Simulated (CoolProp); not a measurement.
A simple Rankine cycle with neopentane: condensing at 307.15 K, boiler at 1.06 MPa, turbine inlet 520.6 K, turbine efficiency 0.65, pump efficiency 0.7, no recuperator. Each further row changes one setting.

The numbers come from the reference Helmholtz-energy equation of state, Lemmon 2006 in CoolProp. It is a short technical equation, of lower accuracy than the large ones.

| case | thermal efficiency (%) | net work (kJ/kg) | heat in (kJ/kg) | turbine exit temperature (K) | volume ratio over the turbine |
|---|---|---|---|---|---|
| as stated | 7.1 | 53.9 | 763 | 495.4 | 4.68 |
| turbine inlet 540.6 K | 6.9 | 56.4 | 818 | 515.5 | 4.66 |
| condensing temperature 299.15 K | 8.0 | 62.5 | 782 | 491.8 | 5.96 |
| boiler pressure 0.742 MPa | 5.5 | 42.5 | 768 | 501.7 | 3.25 |
| turbine efficiency 0.55 | 5.9 | 45.3 | 763 | 498.7 | 4.71 |
